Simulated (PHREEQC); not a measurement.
A PHREEQC input (ion-association model, phreeqc.dat):

```
SOLUTION 1
  temp 25
  units mg/L
  pH 6.35
  pe 12
  Na 20.6
  K 4.84
  Ca 21.5
  Mg 29.4
  Cl 49.2
  S(6) 45 as SO4
  Alkalinity 133 as HCO3 charge
  Si 1.1 as SiO2
  Ba 0.592
END
USE solution 1
EQUILIBRIUM_PHASES 1
  Quartz 0 0.5
  CO2(g) -3.4 10
END
```

It stops with these messages:

```
ERROR: Alkalinity cannot be used with charge balance or solution phase boundary constraints.
ERROR: Program terminating due to input errors.
```

The fault: charge balance asked on alkalinity. The line should read `as HCO3` where the input has `as HCO3 charge`. With the mend the run ends at pH 8.48 and ionic strength 0.00631 mol/kgw.
